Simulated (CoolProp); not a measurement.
The numbers come from the reference Helmholtz-energy equation of state, Guder 2009 in CoolProp.

### Question
For sulfur hexafluoride, give the phase and the cv (kJ/(kg K)), expansivity (1/kK), Prandtl number, fugacity coefficient at 234.7 K and 3.37 MPa; 269.6 K and 3.37 MPa; 316 K and 3.37 MPa.

### Answer
- 234.7 K and 3.37 MPa: liquid; cv 0.550, expansivity 2.74, Prandtl number 4.17, fugacity coefficient 0.111
- 269.6 K and 3.37 MPa: liquid; cv 0.615, expansivity 4.01, Prandtl number 3.18, fugacity coefficient 0.304
- 316 K and 3.37 MPa: gas; cv 0.754, expansivity 38.4, Prandtl number 1.73, fugacity coefficient 0.694

Viscosity comes from a separate model (Quiñones-Cisneros 2012). Thermal conductivity comes from a separate model (Assael 2012).
